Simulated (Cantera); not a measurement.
Cantera run:

```python
import numpy as np
import cantera as ct

gas_names = [...]  # 113 gases of nasa_gas.yaml made of C, F, H, Si
cond_names = """
    C(gr) C6H6(L) C7H8(L) C8H18(L),n-octa Si(cr) Si(L) SiC(b)
""".split()


# ... load() reads the species with a 1 bar reference pressure and builds the phases ...
atoms = {
    'C2F6': {'C': 2, 'F': 6},
    'Si': {'Si': 1},
    'H2': {'H': 2},
}
top_T = {'C(gr)': 4500, 'SiC(b)': 3050}  # K; cautious upper limits of use, not melting points


# ... equilibrate(T, P, feed) seeds the gas with the atoms and calls Mixture.equilibrate('TP', solver="vcs", rtol=1e-11, max_steps=5000) ...
results = []
feed = {'C2F6': 1, 'Si': 0.95, 'H2': 13}  # mol
T = 1098.15  # K
P = 6.4  # Pa
mix = equilibrate(T, P, feed)
results.append((T, P, feed, dict(zip(mix.species_names, mix.species_moles))))
x = sorted(zip(gas.X, gas.species_names), reverse=True)
print(f"T = {T:g} K  P = {P:g} Pa  gas = {mix.phase_moles(0):.4g} mol")
print("   x: " + "  ".join(f"{s} {v:.3e}" for v, s in x if v > 0.001))
print("   condensed (mol): " + ("  ".join(f"{mix.phase(i).name} {mix.phase_moles(i):.4g}"
      for i in range(1, mix.n_phases) if mix.phase_moles(i) > 1e-12) or "none"))
```

It prints:

```
T = 1098.15 K  P = 6.4 Pa  gas = 15.05 mol
   x: H2 7.907e-01  HF 1.462e-01  SiF4 6.311e-02
   condensed (mol): C(gr) 2
```

Equilibrium computed with Cantera from the NASA thermochemical tables; the gas is ideal and each condensed phase is pure. The feed counts by its element totals alone.
